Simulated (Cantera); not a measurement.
An adiabatic, constant-pressure homogeneous reactor starts with 5.57 % CH4, 0.356 % CO, 10.3 % O2, 83.5 % N2, 0.267 % H2O, equivalence ratio 1.1, at 1100 K and 7500 Torr.

Model: GRI-Mech 3.0 (53 species, 325 reactions), integrated in Cantera.

One state of this run: T (K) = 2158; x CH4 = <1e-12; x CO = 0.0139; x O2 = 2.10e-5; x N2O = 2.13e-8; x NO = 0.000118. x: mole fraction; the columns are a selection and need not sum to one.

Problem. Which value of t (s) does it belong to?
A. 0.436
B. 0.000249
C. 2.06e-5
D. 0.00131

Solution. A, 0.436
